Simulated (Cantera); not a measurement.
Feed: 1 mol Si, 0.0011 mol H2O, 8.8 mol N2, held at 1598.15 K and 0.300 Pa.

Equilibrium computed with Cantera from the NASA thermochemical tables; the gas is ideal and each condensed phase is pure. Candidate condensed phases: H2O, Si, SiO2, Si2N2O, Si3N4; 35 gas species. The tables' values for SiN are old estimates; treat these amounts as uncertain. Kinetics and transport are ignored.

Task: What is the equilibrium state?

Result: 
* **x(N2)**: 0.968
* **x(Si)**: 0.0313
* **x(H)**: 0.000176
* **x(SiO)**: 0.000121
* **x(Si2N)**: 7.74e-5
* **x(Si2)**: 7.70e-5
* **x(SiN)**: 4.62e-5
* **x(H2)**: 3.27e-5
* **x(Si3)**: 1.68e-5
* **n(Si(s))**: 0.711 mol
* **gas amount**: 9.089 mol
